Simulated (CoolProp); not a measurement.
Values from CoolProp's reference Helmholtz-energy equation of state, Lemmon 2006. It is a short technical equation, of lower accuracy than the large ones.

Problem. For isohexane, give the phase and the Z, speed of sound (m/s), Joule-Thomson coefficient (K/MPa), expansivity (1/kK) at 253.9 K and 101 kPa; 372.2 K and 101 kPa.

Solution. 
- 253.9 K and 101 kPa: liquid; Z 0.00599, speed of sound 1250, Joule-Thomson coefficient -0.484, expansivity 1.27
- 372.2 K and 101 kPa: gas; Z 0.968, speed of sound 189, Joule-Thomson coefficient 20.4, expansivity 3.01
